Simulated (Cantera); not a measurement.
Charge: 1 mol N2O, 0.064 mol H2, 3.1 mol O2, 0.038 mol SO2, equilibrated at 3077 °C and 0.350 bar.

Cantera equilibrium calculation (NASA polynomials, part measured and part estimated; ideal gas, pure solids and liquids). Candidate condensed phases: H2O, H2SO4, S; 35 gas species. The numbers say what is thermodynamically allowed, not how fast it happens.

Base state: O2 0.416, O 0.362, N2 0.151, NO 0.0430, OH 0.0115, H 0.00922, SO2 0.00400, SO 0.00232 (mole fractions); condensed: gas only.

Question: What changes in the equilibrium state with this change: N2O replaced by S?

Answer: 
```
species    before    after
-------  --------  -------
O2          0.416    0.378
O           0.362    0.345
SO2       0.00400    0.148
N2          0.151        0
SO        0.00232   0.0899
NO         0.0430        0
S        0.000255   0.0104
H         0.00922   0.0128
OH         0.0115   0.0152
N         6.92e-5        0
NO2       1.67e-5        0
S2        5.67e-8  9.40e-5
S2O       7.15e-9  1.13e-5
```

Question: What changes in the equilibrium state with this change: pressure from 0.350 bar to 0.00133 bar?

Answer: 
```tsv
species	before	after
O	0.362	0.848
N2	0.151	0.117
H	0.00922	0.0152
O2	0.416	0.00871
NO	0.0430	0.00547
OH	0.0115	0.000169
H2O	0.000514	4.73e-8
NO2	1.67e-5	1.90e-8
SO2	0.00400	5.26e-6
H2	0.000174	1.79e-6
S	0.000255	0.00421
```
